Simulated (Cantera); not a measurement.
Charge: 1 mol B, 8.4 mol O₂, held at 1248 K and 1.00 bar.

These are equilibrium values from Cantera (NASA tables, ideal gas, pure condensed phases), not measurements of a reactor. Candidate condensed phases: B, B₂O₃; 10 gas species. The numbers say what is thermodynamically allowed, not how fast it happens.

Base state: O₂ 1.00 (mole fractions); condensed: B₂O₃(l).

Question: What changes in the equilibrium state with this change: 0.15 mol HF added?

Answer: 
| species | before | after |
|---|---|---|
| O₂ | 1.00 | 0.982 |
| HF | 0 | 0.00826 |
| H₂O | 0 | 0.00543 |
| BF₃ | 0 | 0.00305 |
| BOF | 0 | 0.000608 |
| B₃O₃F₃ | 0 | 0.000411 |
| HBO₂ | 0 | 0.000118 |
| B₂O₃(l), mol | 0.500 | 0.480 |
Gases not in the tables: H₃BO₃. Further candidate phases: B₃O₃H₃, H₂O.
